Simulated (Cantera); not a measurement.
Cantera run:

```python
import numpy as np
import cantera as ct

gas_names = """
    F F2 N NF NF2 NF3 N2 Si SiF SiF2 SiF3 SiF4 SiN Si2 Si2N Si3
""".split()
cond_names = """
    Si(cr) Si(L) Si3N4(a)
""".split()


def load(file, names, dense=False):
    # The tables refer to 1 bar. Condensed volumes are neglected.
    table = {s.name: s for s in ct.Species.list_from_file(file)}
    out = []
    for n in names:
        d = dict(table[n].input_data)
        d["thermo"] = dict(d["thermo"], **{"reference-pressure": 1e5})
        if dense:
            d["equation-of-state"] = {"model": "constant-volume", "density": "1e6 g/cm^3"}
        out.append(ct.Species.from_dict(d))
    return out


gas = ct.Solution(thermo="ideal-gas", species=load("nasa_gas.yaml", gas_names))
cond = {s.name: ct.Solution(thermo="fixed-stoichiometry", species=[s], name=s.name)
        for s in load("nasa_condensed.yaml", cond_names, dense=True)}
atoms = {
    'Si': {'Si': 1},
    'NF3': {'N': 1, 'F': 3},
}
top_T = {'Si3N4(a)': 2400}  # K; cautious upper limits of use, not melting points


def equilibrate(T, P, feed):
    n = {}
    for name, mol in feed.items():
        for a, k in atoms[name].items():
            n[a] = n.get(a, 0.0) + k * mol
    gas.TPX = T, P, n
    mass = sum(n.values()) * gas.mean_molecular_weight
    gas.equilibrate("TP")
    valid = [c for c in cond.values() if c.min_temp <= T <= top_T.get(c.name, c.max_temp)]
    mix = ct.Mixture([(gas, mass / gas.mean_molecular_weight)] + [(c, 0.0) for c in valid])
    mix.T, mix.P = T, P
    mix.equilibrate("TP", solver="vcs", rtol=1e-11, max_steps=5000)
    return mix


results = []
feed = {'Si': 1, 'NF3': 5.8}  # mol
P = 1100  # Pa
for T in [525, 600, 675, 750, 825, 900, 975]:
    mix = equilibrate(T, P, feed)
    results.append((T, P, feed, dict(zip(mix.species_names, mix.species_moles))))
    x = sorted(zip(gas.X, gas.species_names), reverse=True)
    print(f"T = {T:g} K  P = {P:g} Pa  gas = {mix.phase_moles(0):.4g} mol")
    print("   x: " + "  ".join(f"{s} {v:.3e}" for v, s in x if v > 1e-06))
    print("   condensed (mol): " + ("  ".join(f"{mix.phase(i).name} {mix.phase_moles(i):.4g}"
          for i in range(1, mix.n_phases) if mix.phase_moles(i) > 1e-12) or "none"))
```

Result:

```
T = 525 K  P = 1100 Pa  gas = 6.152 mol
   x: NF3 7.230e-01  SiF4 1.625e-01  N2 1.099e-01  F2 4.577e-03  F 8.943e-06
   condensed (mol): none
T = 600 K  P = 1100 Pa  gas = 6.355 mol
   x: NF3 6.680e-01  SiF4 1.573e-01  N2 1.223e-01  F2 5.205e-02  F 3.058e-04
   condensed (mol): none
T = 675 K  P = 1100 Pa  gas = 7.375 mol
   x: NF3 4.394e-01  F2 2.474e-01  N2 1.735e-01  SiF4 1.356e-01  F 4.069e-03
   condensed (mol): none
T = 750 K  P = 1100 Pa  gas = 9.406 mol
   x: F2 4.913e-01  N2 2.387e-01  NF3 1.392e-01  SiF4 1.063e-01  F 2.450e-02
   condensed (mol): none
T = 825 K  P = 1100 Pa  gas = 10.79 mol
   x: F2 5.414e-01  N2 2.564e-01  SiF4 9.269e-02  F 8.468e-02  NF3 2.482e-02
   condensed (mol): none
T = 900 K  P = 1100 Pa  gas = 11.8 mol
   x: F2 4.568e-01  N2 2.439e-01  F 2.106e-01  SiF4 8.477e-02  NF3 3.859e-03
   condensed (mol): none
T = 975 K  P = 1100 Pa  gas = 13.25 mol
   x: F 4.006e-01  F2 3.047e-01  N2 2.187e-01  SiF4 7.549e-02  NF3 5.254e-04
   condensed (mol): none
```

Equilibrium computed with Cantera from the NASA thermochemical tables; the gas is ideal and each condensed phase is pure.
